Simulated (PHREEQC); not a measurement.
Leach liquor

Solution (25 °C): 0.011 mol/kgw HCl, 0.0002 mol/kgw CuSO4 and 3.9e-05 mol/kgw MnSO4. It is in equilibrium with CO2 at log p = 0 (atm). Otherwise closed; pH follows from the charge balance.

Equilibrium calculation in PHREEQC: ion-association model, phreeqc.dat.

Each row changes one thing in this solution. No solid was allowed to form.

```csv
case,pH,SO4-2 (mol/kgw),HSO4- (mol/kgw),Mn+2 (mol/kgw),(CO2)2 (mol/kgw),HCO3- (mol/kgw),SI of Rhodochrosite (MnCO3)
as made,2.00,0.000139,9.71e-5,3.75e-5,2.10e-5,1.69e-6,-7.62
MnSO4 from 3.9e-05 to 5.85e-05 mol/kgw,2.00,0.000150,0.000105,5.62e-5,2.10e-5,1.69e-6,-7.45
CuSO4 left out,2.00,2.28e-5,1.61e-5,3.78e-5,2.10e-5,1.67e-6,-7.62
MnSO4 from 3.9e-05 to 7.8e-05 mol/kgw,2.00,0.000162,0.000112,7.49e-5,2.10e-5,1.69e-6,-7.32
HCl left out,3.90,0.000229,2.53e-6,3.75e-5,2.10e-5,0.000123,-3.71
HCl from 0.011 to 0.11 mol/kgw,1.04,4.70e-5,0.000192,3.31e-5,2.05e-5,2.12e-7,-9.82
temperature from 25 to 65 °C,2.01,8.42e-5,0.000153,3.75e-5,1.21e-5,8.77e-7,-7.60
```

Species that the database lacks are ignored. At this temperature some constants are extrapolated from 25 °C, and those without enthalpy data are left unchanged.
